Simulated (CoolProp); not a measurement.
Vapour-liquid equilibrium of dimethyl ether (1) + methanol (2) at 0.0905 bar; x and y are mole fractions of (1).

Values from CoolProp's multi-fluid Helmholtz-energy mixture model, Wu 2011 and de Reuck 1993; pair parameters Bell 2016.

Problem. Give the bubble temperature and the first vapour's composition at x = 0.05, 0.275, 0.425. Is there an azeotrope?

Solution. x = 0.05: 239.7 K, y = 0.962; x = 0.275: 213.5 K, y = 0.997; x = 0.425: 210.0 K, y = 0.998. No azeotrope shows between x = 0.05 and 0.95.

The pair parameters rest on a limited set of measurements; away from them the model extrapolates. With so large a gap from Raoult's law the liquid may split in two, which this calculation doesn't test in full.
